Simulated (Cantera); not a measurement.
A perfectly stirred reactor is fed with 0.662 % CH₄, 99.3 % N₂, at 2900 Pa; it is held at 1550 K, and followed from long to short residence time.

Model: GRI-Mech 3.0 (53 species, 325 reactions), integrated in Cantera. GRI-Mech 3.0 stops at C3 and has no aromatics, soot or wall deposition, so with more carbon than oxygen in the feed, carbon stays in small species such as C2H2 where larger ones or solid carbon would form. Radical loss at walls, strong at low pressure, is not modelled.

One state of this run: x CH₄ = 0.00639; x C₂H = 1.30e-10; x HCN = 8.80e-10; x CH₂ = 1.97e-8; x CH₃ = 5.96e-5; x H₂ = 0.000234. x: mole fraction; the columns are a selection and need not sum to one.

Task: Which value of τ (s) does it belong to?
A. 0.022
B. 0.00074
C. 2.1
D. 0.22

Result: D, 0.22
